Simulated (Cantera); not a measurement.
What does this Cantera script print?

```python
import numpy as np
import cantera as ct

gas_names = """
    CO O O2 CO2
""".split()
cond_names = """
    C(gr)
""".split()


# ... load() reads the species with a 1 bar reference pressure and builds the phases ...
species = {s.name: s for s in load("nasa_gas.yaml", gas_names) + load("nasa_condensed.yaml", cond_names)}
# Each term lists the table entries of one substance; the one whose range holds T is used.
reactions = {
    'CO(g) = O(g) + C':
        [(-1, ['CO']), (1, ['O']), (1, ['C(gr)'])],
    'O2(g) + 2 CO(g) = 2 CO2(g)':
        [(-1, ['O2']), (-2, ['CO']), (2, ['CO2'])],
}


def pick(names, T):
    return next(species[n] for n in names if species[n].thermo.min_temp <= T <= species[n].thermo.max_temp)


results = []
for label, terms in reactions.items():
    print(label)
    print("     T/K   dH/kJ  dS/(J/K)   dG/kJ   log10 K")
    for T in [300, 1223, 1373, 1523, 1673, 1823, 1973, 2123, 2273, 2423]:
        used = [(nu, pick(names, T)) for nu, names in terms]
        dH = sum(nu * s.thermo.h(T) for nu, s in used) / 1e6
        dS = sum(nu * s.thermo.s(T) for nu, s in used) / 1e3
        dG = dH - T * dS / 1e3
        logK = -dG * 1e6 / (ct.gas_constant * T * np.log(10))
        results.append((label, T, dH, dS, dG, logK, [s.name for _, s in used]))
        print(f"{T:8g} {dH:8.1f} {dS:8.1f} {dG:8.1f} {logK:8.2f}")
```

Output:

```
CO(g) = O(g) + C
     T/K   dH/kJ  dS/(J/K)   dG/kJ   log10 K
     300    359.7    -30.9    369.0   -64.24
    1223    366.8    -21.4    393.0   -16.78
    1373    368.2    -20.3    396.1   -15.07
    1523    369.6    -19.3    399.0   -13.69
    1673    371.1    -18.4    401.9   -12.55
    1823    372.5    -17.6    404.6   -11.59
    1973    374.0    -16.8    407.2   -10.78
    2123    375.4    -16.1    409.6   -10.08
    2273    376.9    -15.4    412.0    -9.47
    2423    378.4    -14.8    414.3    -8.93
O2(g) + 2 CO(g) = 2 CO2(g)
     T/K   dH/kJ  dS/(J/K)   dG/kJ   log10 K
     300   -566.0   -173.0   -514.1    89.51
    1223   -563.4   -172.5   -352.5    15.06
    1373   -562.1   -171.4   -326.7    12.43
    1523   -560.7   -170.5   -301.1    10.33
    1673   -559.2   -169.5   -275.6     8.60
    1823   -557.7   -168.6   -250.2     7.17
    1973   -556.1   -167.8   -225.0     5.96
    2123   -554.5   -167.1   -199.9     4.92
    2273   -552.9   -166.3   -174.9     4.02
    2423   -551.4   -165.7   -150.0     3.23
```

Cantera with NASA thermochemical tables; ideal gases at 1 bar, condensed phases pure. Condensed species are held in their standard states even where they would react or evaporate.
